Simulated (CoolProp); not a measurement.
A simple Rankine cycle with benzene: condensing at 303.15 K, boiler at 0.11 MPa, turbine inlet 395.9 K, turbine efficiency 0.6, pump efficiency 0.7, no recuperator. Each further row changes one setting.

The numbers come from the reference Helmholtz-energy equation of state, Thol 2012 in CoolProp.

```csv
case,thermal efficiency (%),net work (kJ/kg),heat in (kJ/kg),turbine exit temperature (K),volume ratio over the turbine
as stated,8.2,44.5,543,(withheld),6.43
turbine inlet 415.9 K,8.2,(withheld),573,381.5,6.45
condensing temperature 295.15 K,9.4,52.2,557,355.0,9.14
boiler pressure 0.077 MPa,6.8,(withheld),(withheld),(withheld),(withheld)
turbine efficiency 0.5,6.8,37.1,543,366.8,6.54
```

### Question
Complete the blanks.

### Answer

- as stated, turbine exit temperature (K): 361.2
- turbine inlet 415.9 K, net work (kJ/kg): 47.1
- boiler pressure 0.077 MPa, net work (kJ/kg): 37.0
- boiler pressure 0.077 MPa, heat in (kJ/kg): 545
- boiler pressure 0.077 MPa, turbine exit temperature (K): 367.7
- boiler pressure 0.077 MPa, volume ratio over the turbine: 4.55
